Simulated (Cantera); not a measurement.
Input: 1 mol C₆H₆, 1 mol O₂, held at 43.0 Pa.

Method: chemical equilibrium by Gibbs-energy minimisation in Cantera with the NASA 1993 tables (ideal gas, pure condensed phases). Candidate condensed phases: C, C₆H₆, C₇H₈, C₈H₁₈, H₂O; 110 gas species. Equilibrium is a limit: real reactors are often held back by kinetics, nucleation or transport.

Q: At 650 °C, list the 4 most abundant gas species with their mole fractions, and the condensed phases.

A: H₂ 0.600, CO 0.400, CO₂ 0.000217, H₂O 0.000159. Condensed: C(graphite).
